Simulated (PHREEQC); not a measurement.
1 kg of water holding 0.0003 mol CaSO4, 0.03 mol NaBr, 0.48 mol MgBr2, 0.17 mol KCl and 0.085 mol NaCl is evaporated at 20 °C; the solids stay in contact with the brine. No CO2 enters from the air. Only these solids could form: Arcanite, Bischofite, Bloedite, Brucite, Carnallite, Epsomite, Glaserite, Glauberite, Gypsum, Anhydrite, Halite, Hexahydrite, Kainite, Kieserite, Leonite, Mirabilite, Misenite, Polyhalite, Portlandite, Schoenite, Sylvite, Syngenite, Thenardite, MgCl2_4H2O.

Computed with PHREEQC (Pitzer model, pitzer.dat).

```tsv
water left (kg)	ionic strength	water activity	Ca in solution (mol/kgw)	S in solution (mol/kgw)	Mg in solution (mol/kgw)
1	1.73	0.964	0.000300	0.000300	0.480
0.8219	2.10	…	0.000365	0.000365	0.584
0.6755	2.56	…	0.000444	0.000444	0.711
0.5552	3.11	…	0.000540	0.000540	0.865
0.4563	3.78	…	0.000657	0.000657	1.05
0.375	4.60	0.876	0.000800	0.000800	1.28
0.3082	5.60	…	0.000973	0.000973	1.56
0.2533	6.81	0.785	0.00118	0.00118	1.89
```

Task: What belongs in the gaps?

Result: 
- 0.8219, water activity: 0.955
- 0.6755, water activity: 0.943
- 0.5552, water activity: 0.926
- 0.4563, water activity: 0.905
- 0.3082, water activity: 0.837
